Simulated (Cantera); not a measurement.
Input: 1 mol TEOS, 0.98 mol NO, 0.27 mol H2, at 0.00240 bar.

Method: chemical equilibrium by Gibbs-energy minimisation in Cantera with the NASA 1993 tables (ideal gas, pure condensed phases). Candidate condensed phases: C, C6H6, C7H8, C8H18, H2O, Si, SiC, SiO2, Si2N2O, Si3N4; 151 gas species. The feed counts by its element totals alone. Equilibrium is a limit: real reactors are often held back by kinetics, nucleation or transport. All values below are at 1627 °C.

Base state: H2 0.641, CO 0.312, N2 0.0302, H 0.0130, SiO 0.00228, HCN 0.00136, C2H2 (acetylene) 0.000245, Si 0.000195 (mole fractions); condensed: C(graphite) + SiC(s).

Task: What changes in the equilibrium state with this change: pressure from 0.00240 bar to 5.50e-5 bar?

Result: 
| species | before | after |
|---|---|---|
| H2 | 0.641 | 0.579 |
| CO | 0.312 | 0.299 |
| H | 0.0130 | 0.0814 |
| N2 | 0.0302 | 0.0289 |
| Si | 0.000195 | 0.00852 |
| Si2C | 3.42e-6 | 0.000149 |
| SiC2 | 4.94e-6 | 0.000215 |
| C(graphite), mol | 2.07 | 2.20 |
| SiC(s), mol | 0.961 | 0.814 |

Task: What changes in the equilibrium state with this change: NO from 0.98 to 0.29 mol?

Result: 
| species | before | after |
|---|---|---|
| H2 | 0.641 | 0.686 |
| CO | 0.312 | 0.288 |
| H | 0.0130 | 0.0134 |
| N2 | 0.0302 | 0.00938 |
| SiO | 0.00228 | 0.00210 |
| HCN | 0.00136 | 0.000782 |
| HNC | 6.36e-5 | 3.67e-5 |
| C2H2 (acetylene) | 0.000245 | 0.000262 |
| Si | 0.000195 | 0.000195 |
| C(graphite), mol | 2.07 | 2.76 |
| SiC(s), mol | 0.961 | 0.966 |
